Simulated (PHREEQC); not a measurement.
Solution (25 °C): 0.038 mol/kgw TMAH, 0.0035 mol/kgw H3BO3 and 0.00072 mol/kgw K2CO3. Closed to the air; pH follows from the charge balance.

All values are PHREEQC results (ion-association model, phreeqc.dat), not measurements.

Each row changes one thing in this solution. Precipitation was switched off in this run.

```tsv
case	pH	ionic strength (mol/kgw)	H3BO3 (mol/kgw)
as made	12.45	0.0402	1.78e-6
K2CO3 left out	12.45	0.0380	1.78e-6
H3BO3 from 0.0035 to 0.0175 mol/kgw	12.22	0.0401	1.50e-5
temperature from 25 to 65 °C	11.35	0.0401	1.16e-5
TMAH replaced by (CH3)4NF at the same molality	?	0.0395	0.00276
TMAH from 0.038 to 0.0418 mol/kgw	?	?	1.60e-6
H3BO3 replaced by NaBF4 at the same molality	12.29	?	2.56e-6
TMAH left out	8.62	?	0.00280
```

**Question.** What belongs in the gaps?

**Answer.** 
- TMAH replaced by (CH3)4NF at the same molality, pH: 8.56
- TMAH from 0.038 to 0.0418 mol/kgw, pH: 12.49
- TMAH from 0.038 to 0.0418 mol/kgw, ionic strength (mol/kgw): 0.0440
- H3BO3 replaced by NaBF4 at the same molality, ionic strength (mol/kgw): 0.0436
- TMAH left out, ionic strength (mol/kgw): 0.00146

Complexes and solids missing from the database can't appear. (CH3)4N+ isn't in the database: it is added as a free cation with an ion size of 4 Å. Away from 25 °C the constants follow the database's enthalpies or fits; those with neither stay at their 25 °C values. Real BF4- forms and hydrolyses slowly; the run takes it at equilibrium.
